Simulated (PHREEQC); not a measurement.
A solution holds 0.0011 mol/kgw CdCl2, 0.00085 mol/kgw CuCl2, 0.00017 mol/kgw NaF and 0.038 mol/kgw Na2SO4, at 52 °C. Closed to the air; pH follows from the charge balance.

Equilibrium calculation in PHREEQC: acid-base model without metal-ligand complexes, phreeqc.dat.

The ionic strength comes out as 0.120 mol/kgw. What activity coefficients do H+, F-, SO4-2, Cu+2, HSO4- get?

H+ 0.81, F- 0.74, SO4-2 0.33, Cu+2 0.36, HSO4- 0.76.

This is a speciation only: nothing precipitates in the calculation. Species that the database lacks are ignored. Away from 25 °C the constants follow the database's enthalpies or fits; those with neither stay at their 25 °C values.
